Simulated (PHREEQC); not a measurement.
Solution (15 °C): 16 mmol/kgw H2SO4, 0.58 mmol/kgw FeSO4 and 0.051 mmol/kgw Fe2(SO4)3. Closed to the air; pH follows from the charge balance.

The numbers come from PHREEQC with the ion-association model, wateq4f.dat.

No solid was allowed to form.

Task: Order these Fe species by the share of Fe that they hold, largest first: FeSO4, FeHSO4+2, FeSO4+, FeHSO4+, Fe+2.

Result: Fe+2 (61 %), FeSO4 (21 %), FeSO4+ (12 %), FeHSO4+ (3.3 %), FeHSO4+2 (1.1 %)

The pH is 1.68 and the ionic strength 0.0334 mol/kgw. Examples of supersaturated solids here: Hematite (slow to form). Others may be too.
